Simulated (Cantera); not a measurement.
Cantera run:

```python
import numpy as np
import cantera as ct

gas_names = [...]  # 45 gases of nasa_gas.yaml made of Al, Cl, H, N, O
cond_names = """
    AL(cr) AL(L) ALCL3(s) ALCL3(L) ALN(s) AL2O3(a) AL2O3(L) H2O(s) H2O(L) NH4CL(a) NH4CL(b)
""".split()


# ... load() reads the species with a 1 bar reference pressure and builds the phases ...
atoms = {
    'Al2O3': {'AL': 2, 'O': 3},
    'HCl': {'H': 1, 'CL': 1},
    'N2': {'N': 2},
}
top_T = {'ALN(s)': 2750}  # K; cautious upper limits of use, not melting points


# ... equilibrate(T, P, feed) seeds the gas with the atoms and calls Mixture.equilibrate('TP', solver="vcs", rtol=1e-11, max_steps=5000) ...
results = []
feed = {'Al2O3': 1, 'HCl': 24, 'N2': 2.5}  # mol
T = 925  # K
P = 23000  # Pa
mix = equilibrate(T, P, feed)
results.append((T, P, feed, dict(zip(mix.species_names, mix.species_moles))))
x = sorted(zip(gas.X, gas.species_names), reverse=True)
print(f"T = {T:g} K  P = {P:g} Pa  gas = {mix.phase_moles(0):.4g} mol")
print("   x: " + "  ".join(f"{s} {v:.3e}" for v, s in x if v > 0.001))
print("   condensed (mol): " + ("  ".join(f"{mix.phase(i).name} {mix.phase_moles(i):.4g}"
      for i in range(1, mix.n_phases) if mix.phase_moles(i) > 1e-12) or "none"))
```

Output:

```
T = 925 K  P = 23000 Pa  gas = 26.5 mol
   x: HCL 9.053e-01  N2 9.435e-02
   condensed (mol): AL2O3(a) 0.9984
```

Equilibrium computed with Cantera from the NASA thermochemical tables; the gas is ideal and each condensed phase is pure. Condensed phases not in the tables: AlOCl.
